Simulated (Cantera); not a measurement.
A perfectly stirred reactor is fed with CO : H₂ : CH₄ : O₂ : N₂ = 1 : 0.061 : 0.29 : 1.14 : 4.3 (molar parts), at 4.93 atm; it is adiabatic with a 423 K inlet, and is followed from long to short residence time, starting on the burning branch (τ in s: 0.023, 0.0086, 0.0033, 0.0012, 0.00047, 0.00018, 6.7e-05, 2.6e-05, 9.7e-06).

Computed with Cantera and GRI-Mech 3.0 (53 species, 325 reactions).

Problem. What does this change do: pressure from 4.93 atm to 0.415 atm?

Solution. 
```csv
quantity,before,after
"blow-out, bracketed by the residence times tried","burning at 26.0 µs, out at 9.70 µs","burning at 0.180 ms, out at 67.0 µs"
x(CO) at τ = 23.0 ms,0.0183,0.0432
x(H₂) at τ = 23.0 ms,0.00162,0.00473
x(CH₄) at τ = 23.0 ms,1.40e-6,5.46e-6
x(HO₂) at τ = 23.0 ms,2.01e-6,1.37e-6
x(C₂H) at τ = 23.0 ms,<1e-12,1.36e-12
x(CO) at τ = 0.470 ms,0.0370,0.0763
x(H₂) at τ = 0.470 ms,0.00352,0.0101
x(CH₄) at τ = 0.470 ms,3.23e-5,0.000171
x(HO₂) at τ = 0.470 ms,7.20e-6,7.34e-6
x(C₂H) at τ = 0.470 ms,8.10e-11,2.59e-11
```
